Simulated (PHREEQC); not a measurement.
A solution holds 0.0013 mol NaOH, 0.00042 mol CO2 and 0.033 mol Na2CO3 per kg of water, at 25 °C. Closed to the air; pH follows from the charge balance.

The numbers come from PHREEQC with the ion-association model, phreeqc.dat.

| quantity | before | after |
|---|---|---|
| pH | 11.20 | 10.79 |
| ionic strength (mol/kgw) | 0.0795 | 0.00901 |
| Na+ (mol/kgw) | 0.0575 | 0.00652 |
| CO3-2 (mol/kgw) | 0.0220 | 0.00249 |
| HCO3- (mol/kgw) | 0.00154 | 0.000644 |

Question: What was changed between the two runs?
A. temperature from 25 to 80 °C
B. NaOH from 0.0013 to 0.00065 mol/kgw
C. diluted 10-fold with water
D. Na2CO3 from 0.033 to 0.165 mol/kgw
E. NaOH from 0.0013 to 0.0026 mol/kgw

Answer: C, diluted 10-fold with water

This is a speciation only: nothing precipitates in the calculation.
